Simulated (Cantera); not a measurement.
A Cantera script and what it prints.

```python
import numpy as np
import cantera as ct

gas_names = """
    B BH BH2 BH3 BN BO BO2 B2 B2O B2O2 B2O3 B3O3H3 H HBO HBO2 HNO HNO2 HNO3 HO2 H2 H2O H2O2 H3B3O6 N NH
    NH2 NH3 NH2OH NO NO2 NO3 N2 N2H2 N2H4 N2O O OH O2 O3
""".split()
cond_names = """
    B(b) B(L) BN(s) B2O3(L) B3O3H3(cr) H2O(s) H2O(L)
""".split()


# ... load() reads the species with a 1 bar reference pressure and builds the phases ...
atoms = {
    'borazine': {'B': 3, 'N': 3, 'H': 6},
    'H2': {'H': 2},
    'O2': {'O': 2},
}
top_T = {'BN(s)': 3200}  # K; cautious upper limits of use, not melting points


# ... equilibrate(T, P, feed) seeds the gas with the atoms and calls Mixture.equilibrate('TP', solver="vcs", rtol=1e-11, max_steps=5000) ...
results = []
P = 65000  # Pa
for T in [1673, 1698, 1723, 1748, 1773, 1798, 1823, 1848, 1873, 1898, 1923, 1948, 1973]:
    for m in [1.2, 1.5, 1.9, 2.3, 2.6, 3, 3.4, 3.7, 4.1, 4.5, 4.8, 5.2]:
        feed = {'borazine': 1, 'H2': 1.7, 'O2': m}  # mol
        mix = equilibrate(T, P, feed)
        results.append((T, P, feed, dict(zip(mix.species_names, mix.species_moles))))

for T, P, feed, n in results:
    print(f"{T:7g} {feed['O2']:10.4g}  " + (" + ".join(c for c in cond_names if n.get(c, 0) > 1e-12) or "gas only"))
```

Output:

```
   1673        1.2  BN(s) + B2O3(L)
   1673        1.5  BN(s) + B2O3(L)
   1673        1.9  BN(s) + B2O3(L)
   1673        2.3  B2O3(L)
   1673        2.6  B2O3(L)
   1673          3  B2O3(L)
   1673        3.4  B2O3(L)
   1673        3.7  B2O3(L)
   1673        4.1  B2O3(L)
   1673        4.5  B2O3(L)
   1673        4.8  B2O3(L)
   1673        5.2  B2O3(L)
   1698        1.2  BN(s) + B2O3(L)
   1698        1.5  BN(s) + B2O3(L)
   1698        1.9  BN(s) + B2O3(L)
   1698        2.3  B2O3(L)
   1698        2.6  B2O3(L)
   1698          3  B2O3(L)
   1698        3.4  B2O3(L)
   1698        3.7  B2O3(L)
   1698        4.1  B2O3(L)
   1698        4.5  B2O3(L)
   1698        4.8  B2O3(L)
   1698        5.2  B2O3(L)
   1723        1.2  BN(s) + B2O3(L)
   1723        1.5  BN(s) + B2O3(L)
   1723        1.9  BN(s) + B2O3(L)
   1723        2.3  B2O3(L)
   1723        2.6  B2O3(L)
   1723          3  B2O3(L)
   1723        3.4  B2O3(L)
   1723        3.7  B2O3(L)
   1723        4.1  B2O3(L)
   1723        4.5  B2O3(L)
   1723        4.8  B2O3(L)
   1723        5.2  B2O3(L)
   1748        1.2  BN(s) + B2O3(L)
   1748        1.5  BN(s) + B2O3(L)
   1748        1.9  BN(s) + B2O3(L)
   1748        2.3  B2O3(L)
   1748        2.6  B2O3(L)
   1748          3  B2O3(L)
   1748        3.4  B2O3(L)
   1748        3.7  B2O3(L)
   1748        4.1  B2O3(L)
   1748        4.5  B2O3(L)
   1748        4.8  B2O3(L)
   1748        5.2  B2O3(L)
   1773        1.2  BN(s) + B2O3(L)
   1773        1.5  BN(s) + B2O3(L)
   1773        1.9  BN(s) + B2O3(L)
   1773        2.3  B2O3(L)
   1773        2.6  B2O3(L)
   1773          3  B2O3(L)
   1773        3.4  B2O3(L)
   1773        3.7  B2O3(L)
   1773        4.1  B2O3(L)
   1773        4.5  B2O3(L)
   1773        4.8  B2O3(L)
   1773        5.2  B2O3(L)
   1798        1.2  BN(s) + B2O3(L)
   1798        1.5  BN(s) + B2O3(L)
   1798        1.9  BN(s) + B2O3(L)
   1798        2.3  B2O3(L)
   1798        2.6  B2O3(L)
   1798          3  B2O3(L)
   1798        3.4  B2O3(L)
   1798        3.7  B2O3(L)
   1798        4.1  B2O3(L)
   1798        4.5  B2O3(L)
   1798        4.8  B2O3(L)
   1798        5.2  B2O3(L)
   1823        1.2  BN(s) + B2O3(L)
   1823        1.5  BN(s) + B2O3(L)
   1823        1.9  BN(s) + B2O3(L)
   1823        2.3  B2O3(L)
   1823        2.6  B2O3(L)
   1823          3  B2O3(L)
   1823        3.4  B2O3(L)
   1823        3.7  B2O3(L)
   1823        4.1  B2O3(L)
   1823        4.5  B2O3(L)
   1823        4.8  B2O3(L)
   1823        5.2  B2O3(L)
   1848        1.2  BN(s) + B2O3(L)
   1848        1.5  BN(s) + B2O3(L)
   1848        1.9  BN(s) + B2O3(L)
   1848        2.3  B2O3(L)
   1848        2.6  B2O3(L)
   1848          3  B2O3(L)
   1848        3.4  B2O3(L)
   1848        3.7  B2O3(L)
   1848        4.1  B2O3(L)
   1848        4.5  B2O3(L)
   1848        4.8  B2O3(L)
   1848        5.2  B2O3(L)
   1873        1.2  BN(s) + B2O3(L)
   1873        1.5  BN(s) + B2O3(L)
   1873        1.9  BN(s) + B2O3(L)
   1873        2.3  B2O3(L)
   1873        2.6  B2O3(L)
   1873          3  B2O3(L)
   1873        3.4  B2O3(L)
   1873        3.7  B2O3(L)
   1873        4.1  B2O3(L)
   1873        4.5  B2O3(L)
   1873        4.8  B2O3(L)
   1873        5.2  B2O3(L)
   1898        1.2  BN(s) + B2O3(L)
   1898        1.5  BN(s) + B2O3(L)
   1898        1.9  BN(s) + B2O3(L)
   1898        2.3  B2O3(L)
   1898        2.6  B2O3(L)
   1898          3  B2O3(L)
   1898        3.4  B2O3(L)
   1898        3.7  B2O3(L)
   1898        4.1  B2O3(L)
   1898        4.5  B2O3(L)
   1898        4.8  B2O3(L)
   1898        5.2  B2O3(L)
   1923        1.2  BN(s) + B2O3(L)
   1923        1.5  BN(s) + B2O3(L)
   1923        1.9  BN(s) + B2O3(L)
   1923        2.3  B2O3(L)
   1923        2.6  B2O3(L)
   1923          3  B2O3(L)
   1923        3.4  B2O3(L)
   1923        3.7  B2O3(L)
   1923        4.1  B2O3(L)
   1923        4.5  gas only
   1923        4.8  gas only
   1923        5.2  gas only
   1948        1.2  BN(s) + B2O3(L)
   1948        1.5  BN(s) + B2O3(L)
   1948        1.9  BN(s) + B2O3(L)
   1948        2.3  B2O3(L)
   1948        2.6  B2O3(L)
   1948          3  B2O3(L)
   1948        3.4  B2O3(L)
   1948        3.7  B2O3(L)
   1948        4.1  gas only
   1948        4.5  gas only
   1948        4.8  gas only
   1948        5.2  gas only
   1973        1.2  BN(s) + B2O3(L)
   1973        1.5  BN(s) + B2O3(L)
   1973        1.9  BN(s) + B2O3(L)
   1973        2.3  B2O3(L)
   1973        2.6  B2O3(L)
   1973          3  B2O3(L)
   1973        3.4  B2O3(L)
   1973        3.7  gas only
   1973        4.1  gas only
   1973        4.5  gas only
   1973        4.8  gas only
   1973        5.2  gas only
```

Equilibrium computed with Cantera from the NASA thermochemical tables; the gas is ideal and each condensed phase is pure. The feed counts by its element totals alone. Mutual solubility and eutectic melting of coexisting phases are not modelled.
